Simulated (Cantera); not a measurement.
Predominance diagram of Mg at 1275 K against the partial pressures of O2 and F2 (log10, bar). Source: NASA polynomial tables (part measured, part estimated), evaluated in Cantera. Candidates: Mg(l), MgF2(s), MgO(s). Only these pure phases compete in this equilibrium. Not in the tables: oxide halides.

```
log p(F2) \ log p(O2)
        columns: -23, -22, -20.9, -19.9, -18.8, -17.8, -16.7, -15.7, -14.7, -13.6, -12.6, -11.5, -10.5, -9.4, -8.4, -7.3, -6.3, -5.3, -4.2, -3.2, -2.1, -1.1, 0, 1
      0  A A A A A A A A A A A A A A A A A A A A A A A A
   -3.1  A A A A A A A A A A A A A A A A A A A A A A A A
   -6.2  A A A A A A A A A A A A A A A A A A A A A A A A
   -9.3  A A A A A A A A A A A A A A A A A A A A A A A A
  -12.4  A A A A A A A A A A A A A A A A A A A A A A A A
  -15.5  A A A A A A A A A A A A A A A A A A A A A A A A
  -18.6  A A A A A A A A A A A A A A A A A A A A A A B B
  -21.7  A A A A A A A A A A A A A A A A B B B B B B B B
  -24.8  A A A A A A A A A A B B B B B B B B B B B B B B
  -27.9  A A A A B B B B B B B B B B B B B B B B B B B B
    -31  B B B B B B B B B B B B B B B B B B B B B B B B
```

A: MgF2(s); B: MgO(s).
